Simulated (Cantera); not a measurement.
Charge: 1 mol CaO, 2 mol F2, at 1125 K and 10.0 mbar.

Equilibrium computed with Cantera from the NASA thermochemical tables; the gas is ideal and each condensed phase is pure. Candidate condensed phases: Ca, CaF2, CaO; 13 gas species. Rates play no part.

Base state: F 0.727, O2 0.212, F2 0.0605 (mole fractions); condensed: CaF2(s).

Question: What changes in the equilibrium state with this change: CaO replaced by SiO2?

Answer: 
```
species       before    after
------------  ------  -------
SiF4               0    0.500
O2             0.212    0.500
F              0.727  4.70e-9
F2            0.0605    <1e-9
CaF2(s), mol    1.00        0
```
Further candidate phases: Si, SiO2.
